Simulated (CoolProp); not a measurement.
A single-stage vapour-compression cycle with R143a: evaporating at 219.15 K (dew point), condensing at 272.15 K (bubble point), superheat 10 K, subcooling 8 K, compressor efficiency 0.6, no pressure losses. Each further row changes one setting.

Computed with CoolProp (reference Helmholtz-energy equation of state, Lemmon and Jacobsen 2000).

```
case                              cooling COP  pressure ratio  discharge temperature (K)  refrigerating effect (kJ/kg)  volumetric capacity (kJ/m³)
--------------------------------  -----------  --------------  -------------------------  ----------------------------  ---------------------------
as stated                                2.07            8.26                      331.3                           178                          589
evaporating temperature 224.15 K          ___            6.45                      324.9                           181                          ___
condensing temperature 267.15 K          2.35            7.04                        ___                           185                          613
subcooling 13 K                          2.16            8.26                      331.3                           185                          613
superheat 20 K                           2.07            8.26                        ___                           186                          ___
compressor efficiency 0.5                1.73            8.26                        ___                           178                          589
```

Some entries are withheld; supply them.


- evaporating temperature 224.15 K, cooling COP: 2.39
- evaporating temperature 224.15 K, volumetric capacity (kJ/m³): 757
- condensing temperature 267.15 K, discharge temperature (K): 323.4
- superheat 20 K, discharge temperature (K): 343.0
- superheat 20 K, volumetric capacity (kJ/m³): 588
- compressor efficiency 0.5, discharge temperature (K): 347.3
